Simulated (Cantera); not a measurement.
Input (Python, Cantera) and output of one run.

```python
import numpy as np
import cantera as ct

gas_names = """
    C CO CO2 C2 C2O C3 C3O2 C4 C5 Cu CuO Cu2 O O2 O3
""".split()
cond_names = """
    C(gr) Cu(cr) Cu(L) CuO(s) Cu2O(s) Cu2O(L)
""".split()


def load(file, names, dense=False):
    # The tables refer to 1 bar. Condensed volumes are neglected.
    table = {s.name: s for s in ct.Species.list_from_file(file)}
    out = []
    for n in names:
        d = dict(table[n].input_data)
        d["thermo"] = dict(d["thermo"], **{"reference-pressure": 1e5})
        if dense:
            d["equation-of-state"] = {"model": "constant-volume", "density": "1e6 g/cm^3"}
        out.append(ct.Species.from_dict(d))
    return out


gas = ct.Solution(thermo="ideal-gas", species=load("nasa_gas.yaml", gas_names))
cond = {s.name: ct.Solution(thermo="fixed-stoichiometry", species=[s], name=s.name)
        for s in load("nasa_condensed.yaml", cond_names, dense=True)}
atoms = {
    'CuO': {'Cu': 1, 'O': 1},
    'C': {'C': 1},
    'CO': {'C': 1, 'O': 1},
}
top_T = {'C(gr)': 4500, 'CuO(s)': 1390}  # K; cautious upper limits of use, not melting points


def equilibrate(T, P, feed):
    n = {}
    for name, mol in feed.items():
        for a, k in atoms[name].items():
            n[a] = n.get(a, 0.0) + k * mol
    gas.TPX = T, P, n
    mass = sum(n.values()) * gas.mean_molecular_weight
    gas.equilibrate("TP")
    valid = [c for c in cond.values() if c.min_temp <= T <= top_T.get(c.name, c.max_temp)]
    mix = ct.Mixture([(gas, mass / gas.mean_molecular_weight)] + [(c, 0.0) for c in valid])
    mix.T, mix.P = T, P
    mix.equilibrate("TP", solver="vcs", rtol=1e-11, max_steps=5000)
    return mix


results = []
T = 1950  # K
P = 700  # Pa
for m in [0.5, 0.6, 0.72, 0.87, 1, 1.3, 1.5, 1.8, 2.2, 2.6, 3.2, 3.8]:
    feed = {'CuO': 1, 'C': m, 'CO': 0.18}  # mol
    mix = equilibrate(T, P, feed)
    results.append((T, P, feed, dict(zip(mix.species_names, mix.species_moles))))
    x = sorted(zip(gas.X, gas.species_names), reverse=True)
    print(f"T = {T:g} K  P = {P:g} Pa  n(C) = {m:g} mol  gas = {mix.phase_moles(0):.4g} mol")
    print("   x: " + "  ".join(f"{s} {v:.3e}" for v, s in x if v > 1e-05))
    print("   condensed (mol): " + ("  ".join(f"{mix.phase(i).name} {mix.phase_moles(i):.4g}"
          for i in range(1, mix.n_phases) if mix.phase_moles(i) > 1e-12) or "none"))
```

It prints:

```
T = 1950 K  P = 700 Pa  n(C) = 0.5 mol  gas = 1.104 mol
   x: CO2 4.510e-01  Cu 3.817e-01  CO 1.649e-01  Cu2 1.324e-03  O2 7.932e-04  O 1.519e-04  CuO 1.010e-04
   condensed (mol): Cu(L) 0.5755
T = 1950 K  P = 700 Pa  n(C) = 0.6 mol  gas = 1.265 mol
   x: Cu 3.817e-01  CO2 3.159e-01  CO 3.008e-01  Cu2 1.324e-03  O2 1.169e-04  O 5.834e-05  CuO 3.879e-05
   condensed (mol): Cu(L) 0.5138
T = 1950 K  P = 700 Pa  n(C) = 0.72 mol  gas = 1.459 mol
   x: CO 4.250e-01  Cu 3.817e-01  CO2 1.918e-01  Cu2 1.324e-03  O 2.507e-05  O2 2.159e-05  CuO 1.667e-05
   condensed (mol): Cu(L) 0.4392
T = 1950 K  P = 700 Pa  n(C) = 0.87 mol  gas = 1.702 mol
   x: CO 5.406e-01  Cu 3.817e-01  CO2 7.636e-02  Cu2 1.324e-03
   condensed (mol): Cu(L) 0.3458
T = 1950 K  P = 700 Pa  n(C) = 1 mol  gas = 1.913 mol
   x: CO 6.169e-01  Cu 3.817e-01  Cu2 1.324e-03
   condensed (mol): C(gr) 1.558e-07  Cu(L) 0.2648
T = 1950 K  P = 700 Pa  n(C) = 1.3 mol  gas = 1.913 mol
   x: CO 6.169e-01  Cu 3.817e-01  Cu2 1.324e-03
   condensed (mol): C(gr) 0.3  Cu(L) 0.2648
T = 1950 K  P = 700 Pa  n(C) = 1.5 mol  gas = 1.913 mol
   x: CO 6.169e-01  Cu 3.817e-01  Cu2 1.324e-03
   condensed (mol): C(gr) 0.5  Cu(L) 0.2648
T = 1950 K  P = 700 Pa  n(C) = 1.8 mol  gas = 1.913 mol
   x: CO 6.169e-01  Cu 3.817e-01  Cu2 1.324e-03
   condensed (mol): C(gr) 0.8  Cu(L) 0.2648
T = 1950 K  P = 700 Pa  n(C) = 2.2 mol  gas = 1.913 mol
   x: CO 6.169e-01  Cu 3.817e-01  Cu2 1.324e-03
   condensed (mol): C(gr) 1.2  Cu(L) 0.2648
T = 1950 K  P = 700 Pa  n(C) = 2.6 mol  gas = 1.913 mol
   x: CO 6.169e-01  Cu 3.817e-01  Cu2 1.324e-03
   condensed (mol): C(gr) 1.6  Cu(L) 0.2648
T = 1950 K  P = 700 Pa  n(C) = 3.2 mol  gas = 1.913 mol
   x: CO 6.169e-01  Cu 3.817e-01  Cu2 1.324e-03
   condensed (mol): C(gr) 2.2  Cu(L) 0.2648
T = 1950 K  P = 700 Pa  n(C) = 3.8 mol  gas = 1.913 mol
   x: CO 6.169e-01  Cu 3.817e-01  Cu2 1.324e-03
   condensed (mol): C(gr) 2.8  Cu(L) 0.2648
```

These are equilibrium values from Cantera (NASA tables, ideal gas, pure condensed phases), not measurements of a reactor.
